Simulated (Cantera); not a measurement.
## Thermodynamics of oxide etching and cleaning by halides, feed Al2O3 + SiCl4 + O2 + H2

A closed system holds: 1 mol Al2O3, 0.77 mol SiCl4, 1.1 mol O2, 0.00018 mol H2, held at 0.150 bar.

Cantera equilibrium calculation (NASA polynomials, part measured and part estimated; ideal gas, pure solids and liquids). Candidate condensed phases: Al, AlCl3, Al2O3, Al2SiO5, Al6Si2O13, H2O, Si, SiO2; 45 gas species. Mutual solubility and eutectic melting of coexisting phases are not modelled. Condensed phases not in the tables: AlOCl, alloys, solid solutions and most ternary compounds. Kinetics and transport are ignored.

```tsv
T (K)	x Cl2	x O2	x Cl	x HCl	x ClO	x AlCl3	x O	x SiCl4	n Al2O3(s)	n Al2SiO5(andalusite)	n Al6Si2O13(mullite)
923	0.823	0.176	0.000262	0.000192	3.32e-6	7.71e-9	1.35e-11	6.00e-12	0.230	0.770	0
948	0.823	0.176	0.000401	0.000192	4.71e-6	1.81e-8	3.22e-11	1.44e-11	0.230	0.770	0
973	0.823	0.176	0.000601	0.000192	6.55e-6	4.08e-8	7.34e-11	3.28e-11	0.230	0.770	0
998	0.823	0.176	0.000883	0.000192	8.98e-6	8.81e-8	1.60e-10	7.19e-11	0.230	0.770	0
1023	0.822	0.176	0.00127	0.000192	1.21e-5	1.83e-7	3.38e-10	1.52e-10	0.230	0.770	0
1048	0.822	0.176	0.00180	0.000192	1.61e-5	3.67e-7	6.86e-10	3.09e-10	0.230	0.770	0
1073	0.821	0.176	0.00252	0.000192	2.11e-5	7.11e-7	1.35e-9	6.07e-10	0.230	0.770	0
1098	0.820	0.176	0.00346	0.000192	2.74e-5	1.34e-6	2.57e-9	1.16e-9	0.230	0.770	0
1123	0.819	0.176	0.00468	0.000192	3.51e-5	2.43e-6	4.76e-9	2.15e-9	0	0.310	0.230
1148	0.818	0.176	0.00626	0.000192	4.44e-5	4.13e-6	8.59e-9	4.25e-9	0	0.310	0.230
1173	0.816	0.176	0.00826	0.000192	5.57e-5	6.83e-6	1.51e-8	8.14e-9	0	0.310	0.230
```
x: gas mole fraction; n: condensed amount in mol.

From 923 K to 1098 K the condensed part is Al2O3(s) + Al2SiO5(andalusite). From 1123 K to 1173 K the condensed part is Al2SiO5(andalusite) + Al6Si2O13(mullite).
